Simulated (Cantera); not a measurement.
Pyrogenic steam for wet oxidation

An isothermal, constant-pressure homogeneous reactor starts with 26.9 % H2, 14.9 % O2, 58.2 % N2, equivalence ratio 0.90, at 1200 K and 0.260 bar.

Cantera simulation using the H2/O2 subset of GRI-Mech 3.0, which has no nitrogen chemistry; the numbers are that mechanism's predictions, not measurements. The temperature is held fixed by assumption; the heat of reaction is taken as removed at once.

```json
[
 {"t (s)": "0.000100", "x H2": "0.268", "x O2": "0.149", "x HO2": "4.85e-6", "x OH": "9.37e-6", "x H": "0.000125", "x H2O2": "2.38e-8", "x H2O": "0.000149"},
 {"t (s)": "0.000464", "x H2": "0.0213", "x O2": "0.0308", "x HO2": "1.32e-5", "x OH": "0.00315", "x H": "0.0254", "x H2O2": "2.34e-6", "x H2O": "0.265"},
 {"t (s)": "0.00215", "x H2": "0.00285", "x O2": "0.0185", "x HO2": "7.30e-6", "x OH": "0.000799", "x H": "0.000772", "x H2O2": "1.94e-6", "x H2O": "0.306"},
 {"t (s)": "0.0100", "x H2": "0.000178", "x O2": "0.0173", "x HO2": "1.87e-6", "x OH": "0.000178", "x H": "1.05e-5", "x H2O2": "4.25e-7", "x H2O": "0.310"},
 {"t (s)": "0.0464", "x H2": "9.96e-6", "x O2": "0.0172", "x HO2": "1.51e-7", "x OH": "4.72e-5", "x H": "1.64e-7", "x H2O2": "5.25e-8", "x H2O": "0.310"},
 {"t (s)": "0.215", "x H2": "9.76e-7", "x O2": "0.0172", "x HO2": "1.67e-8", "x OH": "1.66e-5", "x H": "6.13e-9", "x H2O2": "7.80e-9", "x H2O": "0.310"},
 {"t (s)": "1.00", "x H2": "1.73e-7", "x O2": "0.0172", "x HO2": "3.83e-9", "x OH": "7.18e-6", "x H": "4.89e-10", "x H2O2": "1.57e-9", "x H2O": "0.310"},
 {"t (s)": "4.64", "x H2": "6.45e-8", "x O2": "0.0172", "x HO2": "2.61e-9", "x OH": "4.19e-6", "x H": "1.09e-10", "x H2O2": "5.54e-10", "x H2O": "0.310"},
 {"t (s)": "21.5", "x H2": "5.93e-8", "x O2": "0.0172", "x HO2": "2.59e-9", "x OH": "3.97e-6", "x H": "9.49e-11", "x H2O2": "4.98e-10", "x H2O": "0.310"},
 {"t (s)": "100", "x H2": "5.93e-8", "x O2": "0.0172", "x HO2": "2.59e-9", "x OH": "3.97e-6", "x H": "9.49e-11", "x H2O2": "4.98e-10", "x H2O": "0.310"}
]
```
x: mole fraction; the columns are a selection and need not sum to one.

Equilibrium at this temperature and pressure: H2 5.93e-8, O2 0.0172, HO2 2.59e-9, OH 3.97e-6, H 9.49e-11, H2O2 4.98e-10, H2O 0.310 (gas phase only).
